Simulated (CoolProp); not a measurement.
Vapour-liquid equilibrium of R152A (1) + methanol (2) at 46.4 kPa; x and y are mole fractions of (1).

The numbers come from the multi-fluid Helmholtz-energy mixture model, Outcalt 1996 and de Reuck 1993; pair parameters Bell 2016 in CoolProp.

Task: Give the bubble temperature and the first vapour's composition at x = 0.15, 0.65, 0.85. Is there an azeotrope?

Result: x = 0.15: 245.4 K, y = 0.988; x = 0.65: 238.7 K, y = 0.994; x = 0.85: 235.6 K, y = 0.997. No azeotrope shows between x = 0.05 and 0.95.

Pair parameters are fitted to limited data, so mixtures are less certain than the pure fluids. With so large a gap from Raoult's law the liquid may split in two, which this calculation doesn't test in full.
